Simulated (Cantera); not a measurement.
A closed system holds: 1 mol S, 0.014 mol SO2, 0.96 mol N2.

Cantera equilibrium calculation (NASA polynomials, part measured and part estimated; ideal gas, pure solids and liquids). Candidate condensed phases: S; 17 gas species. The ideal-gas law is rough above about 30 bar. Equilibrium is a limit: real reactors are often held back by kinetics, nucleation or transport.

Stable condensed phases, one row left out:

```
T in K \ P in Pa
               10       52      280     1400     7600    40000   210000  1100000  5700000 30000000
   2200         A        A        A        A        A        A        A        A        A        A
   2100         A        A        A        A        A        A        A        A        A        A
   2000         A        A        A        A        A        A        A        A        A        A
   1900         A        A        A        A        A        A        A        A        A        A
   1800         A        A        A        A        A        A        A        A        A        A
   1700         A        A        A        A        A        A        A        A        A        A
   1600         A        A        A        A        A        A        A        A        A        A
   1500         A        A        A        A        A        A        A        A        A        A
   1400         A        A        A        A        A        A        A        A        A        A
   1300         A        A        A        A        A        A        A        A        A        B
   1200         A        A        A        A        A        A        A        A        A        B
   1000         A        A        A        A        A        A        A        A        B        B
    900         A        A        A        A        A        A        A        A        B        B
```

A: gas only; B: S.

Question: Give the row for 1100 K.

Answer: 10: gas only; 52: gas only; 280: gas only; 1400: gas only; 7600: gas only; 40000: gas only; 210000: gas only; 1100000: gas only; 5700000: gas only; 30000000: S.
